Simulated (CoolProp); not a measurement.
Saturation properties of normal hydrogen (Tc = 33.1 K, pc = 12.96 bar, ω = -0.219).

Computed with CoolProp (reference Helmholtz-energy equation of state, Leachman 2009).

| T (K) | p (bar) | surface tension (mN/m) | liquid viscosity (µPa s) | liquid conductivity (mW/(m K)) |
|---|---|---|---|---|
| 23 | … | 1.46 | 11.0 | 103 |
| 24.2 | 2.699 | … | … | 103 |
| 25.4 | 3.489 | 1.06 | 9.18 | 102 |
| 26.6 | 4.430 | 0.864 | 8.41 | 101 |
| 27.7 | 5.436 | 0.689 | 7.73 | 99.2 |
| 28.9 | … | 0.505 | 7.03 | 97.1 |
| 30.1 | 8.174 | 0.331 | … | … |
| 31.3 | … | 0.176 | 5.56 | 91.2 |
| 32.4 | 11.62 | 0.0657 | 4.68 | 90.2 |

Complete the blanks.


- 23, p (bar): 2.044
- 24.2, surface tension (mN/m): 1.26
- 24.2, liquid viscosity (µPa s): 10.0
- 28.9, p (bar): 6.706
- 30.1, liquid viscosity (µPa s): 6.32
- 30.1, liquid conductivity (mW/(m K)): 94.4
- 31.3, p (bar): 9.860

It boils at 20.4 K under 1 atm.

Viscosity comes from a separate model (Muzny 2013). Thermal conductivity comes from a separate model (Assael 2011). Surface tension comes from a separate correlation (Mulero 2012).
